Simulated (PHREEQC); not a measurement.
Make-up at 25 °C: 0.0024 mol HF and 0.25 mol FeCl3 per kg of water. Closed to the air; pH follows from the charge balance.

Equilibrium calculation in PHREEQC: ion-association model, phreeqc.dat.

Precipitation was switched off in this run.

Order these Cl species by the share of Cl that they hold, largest first: FeCl+2, FeCl3, FeCl2+, Cl-.

Cl- (66 %), FeCl+2 (19 %), FeCl2+ (15 %), FeCl3 (0.37 %)

The pH is 1.87 and the ionic strength 0.783 mol/kgw. Examples of supersaturated solids here: Hematite (slow to form), Goethite (slow to form). Others may be too. Ionic strength above about 0.7 mol/kgw puts this run outside the model's range. Fluoro complexes past AlF4- and FeF3 are missing from the database.
